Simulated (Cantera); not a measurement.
Equilibrium for silicon carbide growth: CH3SiH3 + C2H2 + H2 + CH4

Input: 1 mol CH3SiH3, a varied amount of C2H2, 1900 mol H2, 0.19 mol CH4, equilibrated at 1573 K and 7200 Pa.

Equilibrium computed with Cantera from the NASA thermochemical tables; the gas is ideal and each condensed phase is pure. Candidate condensed phases: C, C6H6, C7H8, C8H18, Si, SiC; 87 gas species. The feed counts by its element totals alone. The numbers say what is thermodynamically allowed, not how fast it happens.

```json
[
 {"n(C2H2) (mol)": "0.037", "log p H2": "-1.14", "log p H": "-4.96", "log p CH4": "-5.10", "log p C2H2 (acetylene)": "-5.99", "log p CH3": "-7.61", "log p C2H4": "-7.98", "log p SiH2": "-8.52", "log p Si": "-9.20", "n SiC(s)": "1.000", "n C(graphite)": "0"},
 {"n(C2H2) (mol)": "0.072", "log p H2": "-1.14", "log p H": "-4.96", "log p CH4": "-5.02", "log p C2H2 (acetylene)": "-5.83", "log p CH3": "-7.53", "log p C2H4": "-7.82", "log p SiH2": "-8.60", "log p Si": "-9.28", "n SiC(s)": "1.000", "n C(graphite)": "0.00267"},
 {"n(C2H2) (mol)": "0.11", "log p H2": "-1.14", "log p H": "-4.96", "log p CH4": "-5.02", "log p C2H2 (acetylene)": "-5.83", "log p CH3": "-7.53", "log p C2H4": "-7.82", "log p SiH2": "-8.60", "log p Si": "-9.28", "n SiC(s)": "1.000", "n C(graphite)": "0.0787"},
 {"n(C2H2) (mol)": "0.14", "log p H2": "-1.14", "log p H": "-4.96", "log p CH4": "-5.02", "log p C2H2 (acetylene)": "-5.83", "log p CH3": "-7.53", "log p C2H4": "-7.82", "log p SiH2": "-8.60", "log p Si": "-9.28", "n SiC(s)": "1.000", "n C(graphite)": "0.139"},
 {"n(C2H2) (mol)": "0.17", "log p H2": "-1.14", "log p H": "-4.96", "log p CH4": "-5.02", "log p C2H2 (acetylene)": "-5.83", "log p CH3": "-7.53", "log p C2H4": "-7.82", "log p SiH2": "-8.60", "log p Si": "-9.28", "n SiC(s)": "1.000", "n C(graphite)": "0.199"},
 {"n(C2H2) (mol)": "0.21", "log p H2": "-1.14", "log p H": "-4.96", "log p CH4": "-5.02", "log p C2H2 (acetylene)": "-5.83", "log p CH3": "-7.53", "log p C2H4": "-7.82", "log p SiH2": "-8.60", "log p Si": "-9.28", "n SiC(s)": "1.000", "n C(graphite)": "0.279"},
 {"n(C2H2) (mol)": "0.24", "log p H2": "-1.14", "log p H": "-4.96", "log p CH4": "-5.02", "log p C2H2 (acetylene)": "-5.83", "log p CH3": "-7.53", "log p C2H4": "-7.82", "log p SiH2": "-8.60", "log p Si": "-9.28", "n SiC(s)": "1.000", "n C(graphite)": "0.339"},
 {"n(C2H2) (mol)": "0.28", "log p H2": "-1.14", "log p H": "-4.96", "log p CH4": "-5.02", "log p C2H2 (acetylene)": "-5.83", "log p CH3": "-7.53", "log p C2H4": "-7.82", "log p SiH2": "-8.60", "log p Si": "-9.28", "n SiC(s)": "1.000", "n C(graphite)": "0.419"},
 {"n(C2H2) (mol)": "0.31", "log p H2": "-1.14", "log p H": "-4.96", "log p CH4": "-5.02", "log p C2H2 (acetylene)": "-5.83", "log p CH3": "-7.53", "log p C2H4": "-7.82", "log p SiH2": "-8.60", "log p Si": "-9.28", "n SiC(s)": "1.000", "n C(graphite)": "0.479"},
 {"n(C2H2) (mol)": "0.35", "log p H2": "-1.14", "log p H": "-4.96", "log p CH4": "-5.02", "log p C2H2 (acetylene)": "-5.83", "log p CH3": "-7.53", "log p C2H4": "-7.82", "log p SiH2": "-8.60", "log p Si": "-9.28", "n SiC(s)": "1.000", "n C(graphite)": "0.559"}
]
```
log p: log10 of the partial pressure in bar; n: condensed amount in mol.

At 0.037 mol C2H2 the condensed part is SiC(s). From 0.072 mol C2H2 to 0.35 mol C2H2 the condensed part is C(graphite) + SiC(s). The main Si-bearing gas is SiH2 throughout.
